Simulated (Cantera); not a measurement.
Input: 1 mol SiCl4, 0.15 mol Cl2, 300 mol N2, at 875 °C and 0.190 bar.

Method: chemical equilibrium by Gibbs-energy minimisation in Cantera with the NASA 1993 tables (ideal gas, pure condensed phases). Candidate condensed phases: Si, Si3N4; 13 gas species. The numbers say what is thermodynamically allowed, not how fast it happens.

Base state: N2 0.996, SiCl4 0.00332, Cl2 0.000434, Cl 0.000128 (mole fractions); condensed: gas only.

What changes in the equilibrium state with this change: temperature from 875 °C to 1402 °C?


```
species    before     after
-------  --------  --------
N2          0.996     0.995
SiCl4     0.00332   0.00276
Cl       0.000128   0.00165
SiCl2       <1e-9  0.000134
SiCl3     1.57e-8  0.000422
Cl2      0.000434   1.83e-5
```
The tables' values for SiCl3 are old estimates; treat these amounts as uncertain.
